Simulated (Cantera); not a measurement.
Feed: 1 mol FeS2, 27 mol H2, 2.4 mol N2, at 0.110 bar.

Method: chemical equilibrium by Gibbs-energy minimisation in Cantera with the NASA 1993 tables (ideal gas, pure condensed phases). Candidate condensed phases: Fe, FeS, FeS2, S; 16 gas species. FeS: taken at fixed stoichiometry. Gases not in the tables: S3 to S7. Kinetics and transport are ignored.

Task: Which condensed phases are stable at each of these points (T (K)): 1098, 1148, 1198, 1248, 1298, 1348, 1398, 1448, 1498, 1548, 1598, 1648, 1698?

Result: 
```csv
T (K),condensed phases,Fe condensed (%)
1098,FeS(s),100.0
1148,FeS(s),100.0
1198,FeS(s),100.0
1248,FeS(s),100.0
1298,FeS(s),100.0
1348,FeS(s),100.0
1398,FeS(s),100.0
1448,FeS(s),100.0
1498,FeS(l),100.0
1548,FeS(l),100.0
1598,FeS(l),100.0
1648,FeS(l),100.0
1698,FeS(l),99.9
```

From 1098 K to 1448 K the condensed part is FeS(s). From 1498 K to 1698 K the condensed part is FeS(l).
